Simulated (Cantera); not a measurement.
**Carbothermic reduction: Fe₃O₄ + CH₄ + H₂**

Charge: 1 mol Fe₃O₄, 4.9 mol CH₄, 7.4 mol H₂, at 0.00133 bar.

Method: chemical equilibrium by Gibbs-energy minimisation in Cantera with the NASA 1993 tables (ideal gas, pure condensed phases). Candidate condensed phases: C, C₆H₆, C₇H₈, C₈H₁₈, Fe, Fe(CO)₅, FeO, Fe(OH)₂, Fe(OH)₃, Fe₂O₃, Fe₃O₄, H₂O; 114 gas species. Iron dissolves carbon and melts from about 1420 K in contact with it, which pure phases cannot show. Condensed phases not in the tables: cementite and carbon dissolved in iron. Kinetics and transport are ignored.

```json
[
 {"T (K)": "1848", "x H₂": "0.765", "x CO": "0.179", "x Fe": "0.0428", "x H": "0.0127", "x C₂H₂ (acetylene)": "0.000197", "x C₂H": "3.49e-8", "n C(graphite)": "0.891", "n Fe(l)": "2.05"},
 {"T (K)": "1873", "x H₂": "0.749", "x CO": "0.176", "x Fe": "0.0593", "x H": "0.0153", "x C₂H₂ (acetylene)": "0.000234", "x C₂H": "5.63e-8", "n C(graphite)": "0.889", "n Fe(l)": "1.65"},
 {"T (K)": "1898", "x H₂": "0.728", "x CO": "0.172", "x Fe": "0.0815", "x H": "0.0183", "x C₂H₂ (acetylene)": "0.000274", "x C₂H": "8.92e-8", "n C(graphite)": "0.887", "n Fe(l)": "1.10"},
 {"T (K)": "1923", "x H₂": "0.701", "x CO": "0.166", "x Fe": "0.111", "x H": "0.0216", "x C₂H₂ (acetylene)": "0.000317", "x C₂H": "1.39e-7", "n C(graphite)": "0.885", "n Fe(l)": "0.319"},
 {"T (K)": "1948", "x H₂": "0.688", "x CO": "0.163", "x Fe": "0.122", "x H": "0.0257", "x C₂H₂ (acetylene)": "0.000371", "x C₂H": "2.16e-7", "n C(graphite)": "0.882", "n Fe(l)": "0"},
 {"T (K)": "1973", "x H₂": "0.684", "x CO": "0.163", "x Fe": "0.122", "x H": "0.0306", "x C₂H₂ (acetylene)": "0.000438", "x C₂H": "3.34e-7", "n C(graphite)": "0.878", "n Fe(l)": "0"},
 {"T (K)": "1998", "x H₂": "0.679", "x CO": "0.162", "x Fe": "0.122", "x H": "0.0362", "x C₂H₂ (acetylene)": "0.000515", "x C₂H": "5.10e-7", "n C(graphite)": "0.875", "n Fe(l)": "0"},
 {"T (K)": "2023", "x H₂": "0.674", "x CO": "0.162", "x Fe": "0.121", "x H": "0.0427", "x C₂H₂ (acetylene)": "0.000602", "x C₂H": "7.71e-7", "n C(graphite)": "0.870", "n Fe(l)": "0"},
 {"T (K)": "2048", "x H₂": "0.667", "x CO": "0.161", "x Fe": "0.121", "x H": "0.0501", "x C₂H₂ (acetylene)": "0.000699", "x C₂H": "1.15e-6", "n C(graphite)": "0.865", "n Fe(l)": "0"},
 {"T (K)": "2073", "x H₂": "0.660", "x CO": "0.160", "x Fe": "0.120", "x H": "0.0585", "x C₂H₂ (acetylene)": "0.000809", "x C₂H": "1.71e-6", "n C(graphite)": "0.860", "n Fe(l)": "0"},
 {"T (K)": "2098", "x H₂": "0.652", "x CO": "0.160", "x Fe": "0.120", "x H": "0.0680", "x C₂H₂ (acetylene)": "0.000930", "x C₂H": "2.50e-6", "n C(graphite)": "0.853", "n Fe(l)": "0"},
 {"T (K)": "2123", "x H₂": "0.642", "x CO": "0.159", "x Fe": "0.119", "x H": "0.0787", "x C₂H₂ (acetylene)": "0.00106", "x C₂H": "3.62e-6", "n C(graphite)": "0.846", "n Fe(l)": "0"}
]
```
x: gas mole fraction; n: condensed amount in mol.

From 1848 K to 1923 K the condensed part is C(graphite) + Fe(l). From 1948 K to 2123 K the condensed part is C(graphite). The main Fe-bearing gas is Fe throughout.
